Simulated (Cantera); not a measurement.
A perfectly stirred reactor is fed with 6.46 % C₂H₆, 18.9 % O₂, 71.1 % N₂, 3.56 % H₂O, at 500000 Pa; it is adiabatic with a 573 K inlet, and is followed from long to short residence time, starting on the burning branch (τ in s: 0.19, 0.07, 0.025, 0.009, 0.0033, 0.0012, 0.00042, 0.00015, 5.5e-05).

Model: GRI-Mech 3.0 (53 species, 325 reactions), integrated in Cantera.

Q: Predict: blow-out, bracketed by the residence times tried; x(C₂H₆) at τ = 0.190 s; x(O₂) at τ = 0.190 s; x(H₂O) at τ = 0.190 s; x(CH₂) at τ = 0.190 s; x(C₂H₄) at τ = 0.190 s; x(C₂H₆) at τ = 3.30 ms; x(O₂) at τ = 3.30 ms; x(H₂O) at τ = 3.30 ms; x(CH₂) at τ = 3.30 ms; x(C₂H₄) at τ = 3.30 ms.

A: 
- blow-out, bracketed by the residence times tried = burning at 55.0 µs, the shortest tried
- x(C₂H₆) at τ = 0.190 s = 3.96e-8
- x(O₂) at τ = 0.190 s = 0.000105
- x(H₂O) at τ = 0.190 s = 0.191
- x(CH₂) at τ = 0.190 s = 5.17e-8
- x(C₂H₄) at τ = 0.190 s = 7.87e-8
- x(C₂H₆) at τ = 3.30 ms = 1.79e-6
- x(O₂) at τ = 3.30 ms = 0.000780
- x(H₂O) at τ = 3.30 ms = 0.189
- x(CH₂) at τ = 3.30 ms = 1.51e-6
- x(C₂H₄) at τ = 3.30 ms = 3.20e-6
